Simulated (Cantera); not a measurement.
Input (Python, Cantera):

```python
import numpy as np
import cantera as ct

gas = ct.Solution("gri30.yaml")
gas.TPX = 600, 13000, {'CH4': 1, 'H2': 0.037, 'O2': 2.04, 'N2': 7.67}
flame = ct.FreeFlame(gas, width=0.17)
flame.set_refine_criteria(ratio=3, slope=0.08, curve=0.16)
flame.transport_model = "mixture-averaged"
flame.solve(loglevel=0, auto=True)
z, T = flame.grid, flame.T
thick = (T[-1] - T[0]) / np.gradient(T, z).max()
show = ['CH4', 'H2', 'O2', 'C2H6', 'H', 'HO2']
print(f"laminar burning velocity  {flame.velocity[0] * 100:.3f} cm/s")
print(f"burnt temperature         {T[-1]:.1f} K")
print(f"thermal thickness         {thick * 1e3:.4f} mm")
print(f"grid points               {len(z)}")
z0 = z[flame.heat_release_rate.argmax()]
print(f"{'z/mm':>9s}{'T/K':>9s}{'u/(m/s)':>9s}" + "".join(f"{s:>11s}" for s in show))
rows = []
for k in (-3, -2, -1.5, -1, -0.5, -0.25, 0, 0.25, 0.5, 1, 2, 4, 8):
    zz = z0 + k * thick
    rows.append([k * thick, np.interp(zz, z, T), np.interp(zz, z, flame.velocity),
                 *(np.interp(zz, z, flame.X[gas.species_index(s)]) for s in show)])
    print(f"{rows[-1][0] * 1e3:9.3f}{rows[-1][1]:9.1f}{rows[-1][2]:9.3f}" + "".join(f"{x:11.3e}" for x in rows[-1][3:]))
```

It prints:

```
laminar burning velocity  190.083 cm/s
burnt temperature         2292.8 K
thermal thickness         1.9878 mm
grid points               152
     z/mm      T/K  u/(m/s)        CH4         H2         O2       C2H6          H        HO2
   -5.963    600.0    1.902  9.299e-02  4.007e-03  1.897e-01  1.928e-08  1.464e-08  4.868e-07
   -3.976    600.7    1.907  9.280e-02  5.479e-03  1.894e-01  6.662e-07  5.949e-07  5.906e-06
   -2.982    604.1    1.921  9.236e-02  7.685e-03  1.888e-01  5.780e-06  5.020e-06  1.935e-05
   -1.988    641.0    2.051  8.960e-02  1.296e-02  1.858e-01  8.370e-05  6.408e-05  3.824e-05
   -0.994    936.2    3.044  6.907e-02  2.364e-02  1.628e-01  8.675e-04  7.230e-04  4.694e-05
   -0.497   1313.7    4.330  3.983e-02  2.946e-02  1.253e-01  7.968e-04  2.247e-03  1.341e-04
    0.000   1690.7    5.637  1.127e-02  3.010e-02  7.817e-02  7.879e-05  6.134e-03  1.192e-04
    0.497   1858.1    6.218  1.284e-03  2.419e-02  4.753e-02  6.984e-07  1.107e-02  1.963e-05
    0.994   1893.6    6.330  7.783e-05  1.977e-02  3.497e-02  1.550e-09  1.431e-02  2.482e-06
    1.988   1913.7    6.371  2.690e-07  1.858e-02  2.840e-02  2.797e-14  1.661e-02  1.290e-06
    3.976   1935.1    6.419  2.605e-11  1.914e-02  2.600e-02  8.955e-21  1.701e-02  1.165e-06
    7.951   1963.3    6.496  1.252e-15  1.882e-02  2.491e-02  5.992e-26  1.577e-02  1.081e-06
   15.902   2007.2    6.620  1.257e-17  1.777e-02  2.370e-02  5.822e-30  1.339e-02  9.768e-07
```

Detailed kinetics in Cantera: GRI-Mech 3.0 (53 species, 325 reactions). Burning velocities carry a grid error of a few per cent, more on coarse grids.
